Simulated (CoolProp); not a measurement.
The numbers come from the reference Helmholtz-energy equation of state, de Vries 1995 in CoolProp.

Q: For R124, give the phase and the Z, speed of sound (m/s) at 216.3 K and 8.47 MPa.

A: 
- 216.3 K and 8.47 MPa: liquid; Z 0.398, speed of sound 902
